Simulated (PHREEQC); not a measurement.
Acid rinse or clean (model solution)

Dissolve 20 mmol/kgw HNO3, 1.3 mmol/kgw CaCl2 and 11 mmol/kgw MnSO4 at 72 °C. Closed to the air; pH follows from the charge balance.

Model: ion-association model, phreeqc.dat, run in PHREEQC.

The pH is 1.93. The ionic strength is 0.0473 mol/kgw and the specific conductance is 15900 µS/cm. The total alkalinity comes out as -20.0 meq/kg.

```csv
species,molality,activity,log γ
NO3-,0.0200,0.0159,-0.100
H+,0.0140,0.0119,-0.073
Mn+2,0.00896,0.00411,-0.339
HSO4-,0.00592,0.00479,-0.092
SO4-2,0.00290,0.00127,-0.359
Cl-,0.00256,0.00205,-0.095
```

Precipitation was switched off in this run. Away from 25 °C the constants follow the database's enthalpies or fits; those with neither stay at their 25 °C values.
